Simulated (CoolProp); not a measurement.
The fluid at 298.15 K and 20.9 MPa is throttled through a valve to 0.934 MPa with no heat exchange. The same conditions are run with several fluids, on thermodynamics alone (safety and materials aside).

Values from CoolProp's reference Helmholtz-energy equation of state of each fluid (R507A: Lemmon 2003; sulfur dioxide: Gao 2016; cis-2-butene: Lemmon 2005; octamethyltrisiloxane (MDM): Thol 2017; R21: Platzer 1990). The equations of Platzer and Polt are older, rougher fits. Blends and air are pseudo-pure fits.

```json
[
 {"fluid": "R507A", "temperature change (K)": "-11.6", "final phase": "…", "final density (kg/m³)": "…"},
 {"fluid": "sulfur dioxide", "temperature change (K)": "+4.5", "final phase": "liquid", "final density (kg/m³)": "1360"},
 {"fluid": "cis-2-butene", "temperature change (K)": "+7.0", "final phase": "liquid", "final density (kg/m³)": "608"},
 {"fluid": "octamethyltrisiloxane (MDM)", "temperature change (K)": "…", "final phase": "liquid", "final density (kg/m³)": "808"},
 {"fluid": "R21", "temperature change (K)": "+7.2", "final phase": "liquid", "final density (kg/m³)": "1350"}
]
```

Problem. Complete the blanks.

Solution. 
- R507A, final phase: two-phase, vapour fraction 0.119
- R507A, final density (kg/m³): 310
- octamethyltrisiloxane (MDM), temperature change (K): +9.0
